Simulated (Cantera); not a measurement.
Cantera with NASA thermochemical tables; ideal gases at 1 bar, condensed phases pure. Values are per mole of reaction as written; species without (g) are pure solids or liquids, kept so even where they would boil at 1 bar. VN: taken at fixed stoichiometry.

6 NO(g) + 4 V = 3 N₂(g) + 2 V₂O₃

```json
[
 {"T (K)": "1498", "ΔH° (kJ)": "___", "ΔS° (J/K)": "___", "ΔG° (kJ)": "___", "log10 K": "___"},
 {"T (K)": "1523", "ΔH° (kJ)": "-2926.0", "ΔS° (J/K)": "-535.6", "ΔG° (kJ)": "-2110.3", "log10 K": "72.38"},
 {"T (K)": "1548", "ΔH° (kJ)": "___", "ΔS° (J/K)": "___", "ΔG° (kJ)": "___", "log10 K": "___"},
 {"T (K)": "1573", "ΔH° (kJ)": "-2923.1", "ΔS° (J/K)": "-533.7", "ΔG° (kJ)": "-2083.5", "log10 K": "69.19"},
 {"T (K)": "1598", "ΔH° (kJ)": "-2921.6", "ΔS° (J/K)": "-532.8", "ΔG° (kJ)": "-2070.2", "log10 K": "67.67"},
 {"T (K)": "1623", "ΔH° (kJ)": "-2920.2", "ΔS° (J/K)": "-531.9", "ΔG° (kJ)": "-2056.9", "log10 K": "66.20"},
 {"T (K)": "1648", "ΔH° (kJ)": "___", "ΔS° (J/K)": "___", "ΔG° (kJ)": "___", "log10 K": "___"},
 {"T (K)": "1673", "ΔH° (kJ)": "-2917.2", "ΔS° (J/K)": "-530.1", "ΔG° (kJ)": "-2030.3", "log10 K": "63.39"}
]
```

Problem. What belongs in the gaps?

Solution. 
- 1498, ΔH° (kJ): -2927.4
- 1498, ΔS° (J/K): -536.5
- 1498, ΔG° (kJ): -2123.7
- 1498, log10 K: 74.05
- 1548, ΔH° (kJ): -2924.5
- 1548, ΔS° (J/K): -534.6
- 1548, ΔG° (kJ): -2096.9
- 1548, log10 K: 70.75
- 1648, ΔH° (kJ): -2918.7
- 1648, ΔS° (J/K): -531.0
- 1648, ΔG° (kJ): -2043.6
- 1648, log10 K: 64.77
